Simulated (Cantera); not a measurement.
# CaO + Cl2 + O2 (oxide etching and cleaning by halides)

A closed system holds: 1 mol CaO, 15 mol Cl2, 0.085 mol O2, at 24.0 mbar.

Method: chemical equilibrium by Gibbs-energy minimisation in Cantera with the NASA 1993 tables (ideal gas, pure condensed phases). Candidate condensed phases: Ca, CaCl2, CaO; 11 gas species. Condensed phases not in the tables: oxide chlorides. Kinetics and transport are ignored.

```tsv
T (K)	x Cl2	x Cl	x CaCl2	x O2	x ClO	x O	n CaCl2(s)	n CaCl2(l)
625	0.960	3.31e-7	<1e-12	0.0401	3.11e-9	<1e-12	1.00	0
725	0.960	8.67e-6	<1e-12	0.0401	4.60e-8	<1e-12	1.00	0
825	0.960	0.000104	3.04e-10	0.0401	3.54e-7	<1e-12	1.00	0
925	0.959	0.000731	4.33e-8	0.0401	1.76e-6	1.73e-11	1.000	0
1025	0.956	0.00353	2.28e-6	0.0400	6.37e-6	4.26e-10	1.000	0
1125	0.947	0.0129	4.56e-5	0.0398	1.83e-5	5.95e-9	0	0.999
1225	0.922	0.0378	0.000511	0.0393	4.36e-5	5.39e-8	0	0.992
1325	0.865	0.0927	0.00387	0.0381	8.85e-5	3.47e-7	0	0.941
1425	0.751	0.192	0.0214	0.0353	0.000152	1.68e-6	0	0.646
1525	0.577	0.338	0.0533	0.0311	0.000220	6.44e-6	0	0
1625	0.403	0.521	0.0474	0.0276	0.000285	2.09e-5	0	0
1725	0.241	0.693	0.0419	0.0243	0.000320	5.85e-5	0	0
1825	0.126	0.813	0.0381	0.0220	0.000326	0.000147	0	0
```
x: gas mole fraction; n: condensed amount in mol.

From 625 K to 1025 K the condensed part is CaCl2(s). From 1125 K to 1425 K the condensed part is CaCl2(l). From 1525 K to 1825 K nothing is condensed.
